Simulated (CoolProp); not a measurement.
Values from CoolProp's reference Helmholtz-energy equation of state, Colonna 2008. It is a short technical equation, of lower accuracy than the large ones.

For dodecamethylcyclohexasiloxane (D6), give the phase and the density (kg/m³) at 346.85 °C and 0.0534 MPa; 346.85 °C and 0.16 MPa.


- 346.85 °C and 0.0534 MPa: gas; density 4.74
- 346.85 °C and 0.16 MPa: gas; density 15.1
